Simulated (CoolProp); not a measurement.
Saturation properties of c-C4F8 (RC318) (Tc = 388.4 K, pc = 27.78 bar, ω = 0.355).

Computed with CoolProp (reference Helmholtz-energy equation of state, Platzer 1990). This equation is an older, rougher fit; its heat capacities, sound speeds and derivatives of the liquid may be far off and weren't checked against measurements.

| T (K) | p (bar) | vapour density (kg/m³) | surface tension (mN/m) |
|---|---|---|---|
| 274.5 | 1.359 | 12.60 | 10.9 |
| 280.3 | 1.693 | 15.52 | 10.2 |
| 286.1 | 2.086 | 18.96 | 9.56 |
| 291.8 | 2.538 | 22.90 | 8.90 |
| 297.6 | 3.071 | 27.56 | 8.24 |
| 303.4 | 3.684 | 32.95 | 7.59 |
| 309.2 | 4.385 | 39.18 | 6.95 |
| 315 | 5.183 | 46.35 | 6.32 |
| 320.8 | 6.085 | 54.60 | 5.70 |
| 326.6 | 7.099 | 64.10 | 5.09 |
| 332.4 | 8.234 | 75.04 | 4.50 |
| 338.1 | 9.477 | 87.45 | 3.94 |
| 343.9 | 10.88 | 102.1 | 3.38 |
| 349.7 | 12.43 | 119.2 | 2.84 |
| 355.5 | 14.15 | 139.5 | 2.32 |

It boils at 267.2 K under 1 atm.

Surface tension comes from a separate correlation (Mulero 2012).
